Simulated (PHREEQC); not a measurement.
Dissolve 0.0055 mol ZnSO4, 0.01 mol H3AsO4 and 0.019 mol NaF per kg of water at 25 °C. Closed to the air; pH follows from the charge balance.

The numbers come from PHREEQC with the ion-association model, wateq4f.dat.

Q: The ionic strength comes out as 0.0362 mol/kgw. What activity coefficients do Zn+2, F-, HAsO4-2, SO4-2, H2AsO4- get?

A: Zn+2 0.52, F- 0.83, HAsO4-2 0.50, SO4-2 0.50, H2AsO4- 0.84.

Precipitation was switched off in this run. Species that the database lacks are ignored. The database has no arsenate complexes of Zn.
